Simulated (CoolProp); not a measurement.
Model: reference Helmholtz-energy equation of state, Fiedler 2023, in CoolProp.

Problem. For tetrahydrofuran, give the phase and the density (kg/m³), Joule-Thomson coefficient (K/MPa), isothermal compressibility (1/MPa) at 98.05 °C and 2.35 MPa; 145.35 °C and 2.35 MPa; 168.95 °C and 2.35 MPa.

Solution. 
- 98.05 °C and 2.35 MPa: liquid; density 801, Joule-Thomson coefficient -0.270, isothermal compressibility 0.00189
- 145.35 °C and 2.35 MPa: liquid; density 739, Joule-Thomson coefficient -0.123, isothermal compressibility 0.00328
- 168.95 °C and 2.35 MPa: liquid; density 704, Joule-Thomson coefficient -0.00591, isothermal compressibility 0.00465
